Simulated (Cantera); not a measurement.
**Low-pressure radical oxidation in H2/O2**

A perfectly stirred reactor is fed with H2 : O2 : N2 : H2O = 0.019 : 1 : 0.4 : 0.0093 (molar parts), equivalence ratio 0.0095, at 0.0267 bar; it is held at 1125 K, and followed from long to short residence time.

Model: the H2/O2 subset of GRI-Mech 3.0, which has no nitrogen chemistry, integrated in Cantera. Radical loss at walls, strong at low pressure, is not modelled.

| τ (s) | x H2 | x O2 | x H | x O | x OH | x HO2 | x H2O |
|---|---|---|---|---|---|---|---|
| 6.9 | 2.38e-5 | 0.698 | 3.55e-6 | 0.000184 | 0.000133 | 4.97e-7 | 0.0199 |
| 2.6 | 4.25e-5 | 0.698 | 9.28e-6 | 0.000346 | 0.000184 | 7.53e-7 | 0.0198 |
| 0.95 | 7.62e-5 | 0.697 | 2.46e-5 | 0.000653 | 0.000259 | 1.11e-6 | 0.0197 |
| 0.35 | 0.000135 | 0.697 | 6.32e-5 | 0.00119 | 0.000364 | 1.58e-6 | 0.0196 |
| 0.13 | 0.000238 | 0.696 | 0.000153 | 0.00207 | 0.000507 | 2.15e-6 | 0.0193 |
| 0.048 | 0.000426 | 0.695 | 0.000344 | 0.00333 | 0.000702 | 2.80e-6 | 0.0189 |
| 0.018 | 0.000783 | 0.694 | 0.000670 | 0.00474 | 0.000949 | 3.46e-6 | 0.0183 |
| 0.0067 | 0.00151 | 0.693 | 0.00109 | 0.00575 | 0.00125 | 4.05e-6 | 0.0172 |
x: mole fraction; the columns are a selection and need not sum to one.
